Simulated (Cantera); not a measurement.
A Cantera script and what it prints.

```python
import numpy as np
import cantera as ct

gas_names = """
    CL CL2 H HCL H2 Si SiCL SiCL2 SiCL3 SiCL4 SiH SiHCL3 SiH2 SiH2CL2 SiH3 SiH3CL SiH4 Si2 Si3
""".split()
cond_names = """
    Si(cr) Si(L)
""".split()


# ... load() reads the species with a 1 bar reference pressure and builds the phases ...
atoms = {
    'SiCl4': {'Si': 1, 'CL': 4},
    'HCl': {'H': 1, 'CL': 1},
    'H2': {'H': 2},
    'Cl2': {'CL': 2},
}
top_T = {}  # K; cautious upper limits of use, not melting points


# ... equilibrate(T, P, feed) seeds the gas with the atoms and calls Mixture.equilibrate('TP', solver="vcs", rtol=1e-11, max_steps=5000) ...
results = []
feed = {'SiCl4': 1, 'HCl': 1.5, 'H2': 65, 'Cl2': 0.067}  # mol
T = 1198.15  # K
P = 180  # Pa
mix = equilibrate(T, P, feed)
results.append((T, P, feed, dict(zip(mix.species_names, mix.species_moles))))
x = sorted(zip(gas.X, gas.species_names), reverse=True)
print(f"T = {T:g} K  P = {P:g} Pa  gas = {mix.phase_moles(0):.4g} mol")
print("   x: " + "  ".join(f"{s} {v:.3e}" for v, s in x if v > 0.0001))
print("   condensed (mol): " + ("  ".join(f"{mix.phase(i).name} {mix.phase_moles(i):.4g}"
      for i in range(1, mix.n_phases) if mix.phase_moles(i) > 1e-12) or "none"))
```

It prints:

```
T = 1198.15 K  P = 180 Pa  gas = 68.5 mol
   x: H2 9.299e-01  HCL 5.969e-02  SiCL2 9.022e-03  SiCL3 6.870e-04  SiCL4 4.625e-04  SiHCL3 1.940e-04
   condensed (mol): Si(cr) 0.2892
```

Method: chemical equilibrium by Gibbs-energy minimisation in Cantera with the NASA 1993 tables (ideal gas, pure condensed phases). The tables' values for SiCl3 are old estimates; treat these amounts as uncertain.
